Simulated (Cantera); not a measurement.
An adiabatic, constant-pressure homogeneous reactor starts with CH3OH : O2 : N2 = 1 : 1.61 : 6.06 (molar parts), equivalence ratio 0.93, at 1373 K and 1.50 bar. Integrator tolerance rtol = 1e-08.

Cantera simulation using GRI-Mech 3.0 (53 species, 325 reactions); the numbers are that mechanism's predictions, not measurements. GRI-Mech 3.0 was tuned for natural gas; its chemistry of methanol as a main component is partial and can be far from experiment.

```tsv
quantity	before	after
time of steepest temperature rise	0.607 ms	2.96 ms
temperature at 0.200 s	2671 K	2560 K
equilibrium temperature	2671 K	2560 K
x(CH3OH) at 0.200 s	<1e-12 (gas-phase equilibrium <1e-12)	<1e-12 (gas-phase equilibrium <1e-12)
x(O2) at 0.200 s	0.0245 (gas-phase equilibrium 0.0245)	0.0285 (gas-phase equilibrium 0.0285)
x(C2H) at 0.200 s	<1e-12 (gas-phase equilibrium <1e-12)	<1e-12 (gas-phase equilibrium <1e-12)
x(H2O) at 0.200 s	0.187 (gas-phase equilibrium 0.187)	0.179 (gas-phase equilibrium 0.179)
x(NO2) at 0.200 s	2.94e-6 (gas-phase equilibrium 2.94e-6)	1.34e-6 (gas-phase equilibrium 1.34e-6)
```

Q: What was changed between the two runs?
(A) CH3OH 1 to 1.4 parts
(B) pressure from 1.50 bar to 0.270 bar
(C) initial temperature 1373 to 1125 K
(D) constant volume in place of constant pressure

A: B, pressure from 1.50 bar to 0.270 bar
